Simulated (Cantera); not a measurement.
# Transport properties of process gases

Gas mixture: NO : O₂ = 0.12 : 0.71 (molar parts), at 0.000200 bar, frozen composition.

Cantera's kinetic-theory transport with the Lennard-Jones parameters of GRI-Mech 3.0, ideal gas; thermal conductivity in the mixture-averaged form. The composition is frozen, though it would react at the higher temperatures.

| T (K) | ρ (kg/m³) | cp (J/kg/K) | μ (µPa s) | λ (mW/m/K) | Pr | D (cm²/s) H₂O | D (cm²/s) NH₃ | D (cm²/s) CH₄ |
|---|---|---|---|---|---|---|---|---|
| 400 | 0.000191 | 949.2 | 25.3 | 33.6 | 0.713 | 2020 | 1950 | 1900 |
| 600 | 0.000127 | 1008 | 33.6 | 47.7 | 0.709 | 4300 | 4100 | 3840 |
| 800 | 9.53e-5 | 1060 | 40.7 | 60.8 | 0.710 | 7220 | 6830 | 6250 |
| 1000 | 7.63e-5 | 1096 | 47.2 | 72.9 | 0.710 | 10700 | 10100 | 9090 |
| 1200 | 6.36e-5 | 1120 | 53.1 | 84.1 | 0.708 | 14600 | 13800 | 12300 |
| 1400 | 5.45e-5 | 1141 | 58.7 | 94.7 | 0.707 | 19100 | 17900 | 15900 |
D: mixture-averaged diffusion coefficient of that species in the mixture.
